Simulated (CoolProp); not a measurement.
R1234yf at several states: density (kg/m³) from the reference equation and from simpler models built on Tc = 94.7 °C, pc = 3.384 MPa, ω = 0.276; each cubic takes its own stable root.

Values from CoolProp's reference Helmholtz-energy equation of state, Lemmon 2022.

| T (°C) | p (MPa) | phase | reference |
|---|---|---|---|
| -106.85 | 0.116 | liquid | 1464 |
| 10.45 | 0.3 | gas | 15.81 |
| 88.65 | 0.0863 | gas | 3.303 |

Problem. How far does each simpler model (Redlich-Kwong, Soave-Redlich-Kwong, Peng-Robinson) lie from the reference over these 3 states: mean and median of the absolute difference, and the worst?

Solution. 
- Redlich-Kwong: mean 5.1 %, median 1.7 %, worst -13.7 % at -106.85 °C and 0.116 MPa
- Soave-Redlich-Kwong: mean 4.4 %, median 1.0 %, worst -12.1 % at -106.85 °C and 0.116 MPa
- Peng-Robinson: mean 0.6 %, median 0.6 %, worst -1.2 % at -106.85 °C and 0.116 MPa
